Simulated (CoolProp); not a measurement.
Vapour pressure (MPa) of decamethyltetrasiloxane (MD2M): the reference equation beside estimates from Tc = 599.4 K, pc = 1.144 MPa, ω = 0.635. Clausius-Clapeyron is anchored at 456.5 K with a constant enthalpy of vaporisation of 41.63 kJ/mol.

Values from CoolProp's reference Helmholtz-energy equation of state, Thol 2017.

```csv
T (K),reference,Lee-Kesler,Clausius-Clapeyron,Redlich-Kwong,Soave-Redlich-Kwong,Peng-Robinson
444.9,0.05634,0.05614,0.05768,0.1610,0.05644,0.05711
456.5,0.07677,0.07646,0.07677,0.1962,0.07704,0.07755
468,0.1023,0.1019,0.1005,0.2361,0.1029,0.1032
479.6,0.1344,0.1338,0.1302,0.2817,0.1355,0.1354
491.1,0.1732,0.1726,0.1663,0.3326,0.1753,0.1746
502.7,0.2206,0.2201,0.2104,0.3900,0.2240,0.2226
514.2,0.2769,0.2765,0.2628,0.4531,0.2820,0.2799
525.8,0.3441,0.3442,0.3258,0.5235,0.3516,0.3486
```

Absolute difference from the reference over all 8 rows, mean and median: Lee-Kesler 0.3 and 0.4 %, Clausius-Clapeyron 3.3 and 3.6 %, Redlich-Kwong 108.3 and 100.8 %, Soave-Redlich-Kwong 1.1 and 1.0 %, Peng-Robinson 1.0 and 1.0 %.
